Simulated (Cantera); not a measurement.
A freely propagating, adiabatic, planar premixed flame of H₂ : O₂ : N₂ = 1 : 0.5 : 2.09 (molar parts), unburnt at 323 K and 97.5 Torr; mixture-averaged transport, grid criteria slope 0.08 and curve 0.16, no radiation.

Model: the H2/O2 subset of GRI-Mech 3.0, which has no nitrogen chemistry, integrated in Cantera. Burning velocities carry a grid error of a few per cent, more on coarse grids.

x: mole fraction of selected species; z is measured from the peak of heat release.

```json
[
 {"z (mm)": "-16.9", "T (K)": "323", "u (m/s)": "1.99", "x H₂": "0.279", "x O₂": "0.139", "x H₂O": "<1e-8", "x O": "<1e-8", "x HO₂": "<1e-8", "x H": "<1e-8"},
 {"z (mm)": "-11.3", "T (K)": "323", "u (m/s)": "1.99", "x H₂": "0.279", "x O₂": "0.139", "x H₂O": "<1e-8", "x O": "<1e-8", "x HO₂": "<1e-8", "x H": "<1e-8"},
 {"z (mm)": "-8.44", "T (K)": "323", "u (m/s)": "1.99", "x H₂": "0.279", "x O₂": "0.139", "x H₂O": "<1e-8", "x O": "<1e-8", "x HO₂": "<1e-8", "x H": "<1e-8"},
 {"z (mm)": "-5.63", "T (K)": "323", "u (m/s)": "1.99", "x H₂": "0.279", "x O₂": "0.139", "x H₂O": "<1e-8", "x O": "<1e-8", "x HO₂": "<1e-8", "x H": "<1e-8"},
 {"z (mm)": "-2.81", "T (K)": "325", "u (m/s)": "1.99", "x H₂": "0.277", "x O₂": "0.140", "x H₂O": "2.34e-5", "x O": "1.69e-7", "x HO₂": "(withheld)", "x H": "7.12e-7"},
 {"z (mm)": "-1.41", "T (K)": "532", "u (m/s)": "3.19", "x H₂": "0.248", "x O₂": "0.136", "x H₂O": "0.0142", "x O": "7.70e-5", "x HO₂": "(withheld)", "x H": "0.00369"},
 {"z (mm)": "0", "T (K)": "999", "u (m/s)": "5.79", "x H₂": "0.139", "x O₂": "0.0992", "x H₂O": "0.0998", "x O": "0.00397", "x HO₂": "(withheld)", "x H": "0.0401"},
 {"z (mm)": "1.41", "T (K)": "1291", "u (m/s)": "7.40", "x H₂": "0.0510", "x O₂": "0.0417", "x H₂O": "0.202", "x O": "0.0102", "x HO₂": "(withheld)", "x H": "0.0657"},
 {"z (mm)": "2.81", "T (K)": "1416", "u (m/s)": "8.06", "x H₂": "0.0397", "x O₂": "0.0307", "x H₂O": "0.222", "x O": "0.0108", "x HO₂": "(withheld)", "x H": "0.0613"},
 {"z (mm)": "5.63", "T (K)": "1551", "u (m/s)": "8.76", "x H₂": "0.0400", "x O₂": "0.0270", "x H₂O": "0.230", "x O": "0.0101", "x HO₂": "(withheld)", "x H": "0.0496"},
 {"z (mm)": "11.3", "T (K)": "1694", "u (m/s)": "9.47", "x H₂": "0.0396", "x O₂": "0.0236", "x H₂O": "0.239", "x O": "0.00868", "x HO₂": "(withheld)", "x H": "0.0374"},
 {"z (mm)": "22.5", "T (K)": "1837", "u (m/s)": "10.2", "x H₂": "0.0373", "x O₂": "0.0200", "x H₂O": "0.251", "x O": "0.00675", "x HO₂": "(withheld)", "x H": "0.0261"},
 {"z (mm)": "45.0", "T (K)": "1970", "u (m/s)": "10.8", "x H₂": "0.0330", "x O₂": "0.0164", "x H₂O": "0.263", "x O": "0.00476", "x HO₂": "(withheld)", "x H": "0.0169"}
]
```

Question: Fill in the missing entries.

Answer: 
- -2.81, x HO₂: 1.29e-5
- -1.41, x HO₂: 7.11e-5
- 0, x HO₂: 1.79e-5
- 1.41, x HO₂: 6.41e-6
- 2.81, x HO₂: 4.11e-6
- 5.63, x HO₂: 3.03e-6
- 11.3, x HO₂: 2.23e-6
- 22.5, x HO₂: 1.60e-6
- 45.0, x HO₂: 1.13e-6
